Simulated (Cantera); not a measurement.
Charge: 1 mol C₂H₆, 3.4 mol H₂, 23 mol N₂, held at 2248 K.

Method: chemical equilibrium by Gibbs-energy minimisation in Cantera with the NASA 1993 tables (ideal gas, pure condensed phases). Candidate condensed phases: C, C₆H₆, C₇H₈, C₈H₁₈; 92 gas species. The numbers say what is thermodynamically allowed, not how fast it happens.

Task: At 46.0 Pa, list the 5 most abundant gas species with their mole fractions, and the condensed phases.

Result: N₂ 0.727, H₂ 0.135, H 0.126, HCN 0.0110, HNC 0.000930. Condensed: C(graphite).
